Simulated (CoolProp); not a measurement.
Properties of ammonia along the isotherm 345.5 K (Tc = 405.6 K, pc = 11360 kPa, ω = 0.256).

Values from CoolProp's reference Helmholtz-energy equation of state, Gao 2020.

```json
[
 {"p (kPa)": "1890", "phase": "gas", "Z": "0.8772", "cp (kJ/(kg K))": "3.036", "isothermal compressibility (1/MPa)": "0.6125", "expansivity (1/kK)": "4.664"},
 {"p (kPa)": "3790", "phase": "liquid", "Z": "0.04302", "cp (kJ/(kg K))": "5.519", "isothermal compressibility (1/MPa)": "0.004116", "expansivity (1/kK)": "?"},
 {"p (kPa)": "5680", "phase": "liquid", "Z": "0.06399", "cp (kJ/(kg K))": "5.417", "isothermal compressibility (1/MPa)": "0.003810", "expansivity (1/kK)": "3.939"},
 {"p (kPa)": "7580", "phase": "liquid", "Z": "0.08480", "cp (kJ/(kg K))": "?", "isothermal compressibility (1/MPa)": "0.003552", "expansivity (1/kK)": "3.756"},
 {"p (kPa)": "9470", "phase": "liquid", "Z": "0.1053", "cp (kJ/(kg K))": "5.252", "isothermal compressibility (1/MPa)": "?", "expansivity (1/kK)": "3.597"},
 {"p (kPa)": "11400", "phase": "liquid", "Z": "0.1259", "cp (kJ/(kg K))": "5.183", "isothermal compressibility (1/MPa)": "?", "expansivity (1/kK)": "3.454"},
 {"p (kPa)": "13300", "phase": "liquid", "Z": "0.1461", "cp (kJ/(kg K))": "5.122", "isothermal compressibility (1/MPa)": "0.002968", "expansivity (1/kK)": "?"},
 {"p (kPa)": "15200", "phase": "liquid", "Z": "0.1660", "cp (kJ/(kg K))": "5.067", "isothermal compressibility (1/MPa)": "?", "expansivity (1/kK)": "3.217"},
 {"p (kPa)": "17000", "phase": "liquid", "Z": "?", "cp (kJ/(kg K))": "5.020", "isothermal compressibility (1/MPa)": "0.002693", "expansivity (1/kK)": "3.121"}
]
```

What belongs in the gaps?


- 3790, expansivity (1/kK): 4.153
- 7580, cp (kJ/(kg K)): 5.329
- 9470, isothermal compressibility (1/MPa): 0.003331
- 11400, isothermal compressibility (1/MPa): 0.003136
- 13300, expansivity (1/kK): 3.329
- 15200, isothermal compressibility (1/MPa): 0.002820
- 17000, Z: 0.1848
